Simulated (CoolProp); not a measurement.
A single-stage vapour-compression cycle with the fluid: evaporating at 280.15 K (dew point), condensing at 325.15 K (bubble point), superheat 0 K, subcooling 5 K, compressor efficiency 0.8, no pressure losses. The same conditions are run with several fluids, on thermodynamics alone (safety and materials aside).

Model: reference Helmholtz-energy equation of state of each fluid (sulfur dioxide: Gao 2016; R152A: Outcalt 1996; R143a: Lemmon and Jacobsen 2000; c-C4F8 (RC318): Platzer 1990; isobutane: Bücker 2006; R507A: Lemmon 2003), in CoolProp. The equations of Platzer and Polt are older, rougher fits. Blends and air are pseudo-pure fits.

| fluid | cooling COP | pressure ratio | discharge temperature (K) | refrigerating effect (kJ/kg) | volumetric capacity (kJ/m³) |
|---|---|---|---|---|---|
| sulfur dioxide | 4.31 | 4.33 | 399.6 | 318 | 1880 |
| R152A | 4.18 | 3.67 | 345.4 | 227 | 2400 |
| R143a | 3.56 | 3.15 | 336.7 | 114 | 3850 |
| c-C4F8 (RC318) | 3.69 | 4.06 | 325.1 | 67.0 | 1030 |
| isobutane | 4.11 | 3.60 | 325.7 | 249 | 1330 |
| R507A | 3.46 | 3.19 | 334.7 | 94.0 | 3770 |

The compression ends wet for: c-C4F8 (RC318).
